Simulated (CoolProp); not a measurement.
Computed with CoolProp (reference Helmholtz-energy equation of state, Leachman 2009).

Problem. For normal hydrogen, give the phase and the speed of sound (m/s), viscosity (µPa s), conductivity (mW/(m K)) at 35.3 K and 0.00615 MPa.

Solution. 
- 35.3 K and 0.00615 MPa: gas; speed of sound 492, viscosity 1.77, conductivity 27.3

Viscosity comes from a separate model (Muzny 2013). Thermal conductivity comes from a separate model (Assael 2011).
